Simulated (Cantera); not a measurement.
A Cantera script and what it prints.

```python
import numpy as np
import cantera as ct

gas_names = """
    H H2 Si SiH SiH2 SiH3 SiH4 Si2 Si3
""".split()
cond_names = """
    Si(cr) Si(L)
""".split()


# ... load() reads the species with a 1 bar reference pressure and builds the phases ...
atoms = {
    'Si': {'Si': 1},
    'H2': {'H': 2},
}
top_T = {}  # K; cautious upper limits of use, not melting points


# ... equilibrate(T, P, feed) seeds the gas with the atoms and calls Mixture.equilibrate('TP', solver="vcs", rtol=1e-11, max_steps=5000) ...
results = []
feed = {'Si': 1, 'H2': 2}  # mol
T = 1248.15  # K
P = 15000  # Pa
mix = equilibrate(T, P, feed)
results.append((T, P, feed, dict(zip(mix.species_names, mix.species_moles))))
print(gas.report(threshold=0.001))
for i in range(1, mix.n_phases):
    print(f"{mix.phase(i).name:16s} {mix.phase_moles(i):12.5e} mol")
```

It prints:

```
       temperature   1248.2 K
          pressure   15000 Pa
           density   0.0029139 kg/m^3
  mean mol. weight   2.016 kg/kmol
   phase of matter   gas

                          1 kg             1 kmol
                     ---------------   ---------------
          enthalpy        1.4045e+07        2.8315e+07  J
   internal energy        8.8976e+06        1.7938e+07  J
           entropy             93660        1.8882e+05  J/K
    Gibbs function       -1.0286e+08       -2.0736e+08  J
 heat capacity c_p             15527             31302  J/K
 heat capacity c_v             11403             22988  J/K

                      mass frac. Y      mole frac. X     chem. pot. / RT
                     ---------------   ---------------   ---------------
                H2                 1                 1           -19.981
     [   +8 minor]        2.7578e-06         1.346e-06

Si(cr)            1.00000e+00 mol
```

Method: chemical equilibrium by Gibbs-energy minimisation in Cantera with the NASA 1993 tables (ideal gas, pure condensed phases).
